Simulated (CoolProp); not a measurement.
Saturation properties of R1234ze(Z).

Values from CoolProp's reference Helmholtz-energy equation of state, Akasaka 2019.

| T (°C) | p (MPa) | liquid density (kg/m³) | enthalpy of vaporisation (kJ/kg) | vapour Z | surface tension (mN/m) |
|---|---|---|---|---|---|
| 41.65 | 0.3050 | 1179 | 195.5 | 0.8954 | 10.7 |
| 51.65 | 0.4099 | 1150 | 188.4 | 0.8727 | 9.55 |
| 61.65 | 0.5404 | 1119 | 180.8 | 0.8471 | 8.38 |
| 71.65 | 0.7002 | 1086 | 172.5 | 0.8182 | 7.24 |
| 81.65 | 0.8935 | 1052 | 163.5 | 0.7859 | 6.13 |
| 91.65 | 1.125 | 1014 | 153.6 | 0.7496 | 5.06 |
| 101.65 | 1.398 | 973.4 | 142.5 | 0.7089 | 4.02 |
| 111.65 | 1.719 | 927.8 | 129.9 | 0.6626 | 3.03 |
| 121.65 | 2.094 | 875.1 | 115.2 | 0.6092 | 2.10 |
| 131.65 | 2.529 | 811.0 | 97.21 | 0.5453 | 1.24 |
| 141.65 | 3.034 | 722.9 | 72.47 | 0.4608 | 0.479 |

It boils at 9.7 °C under 1 atm.

Surface tension comes from a separate correlation (Kondou 2015).
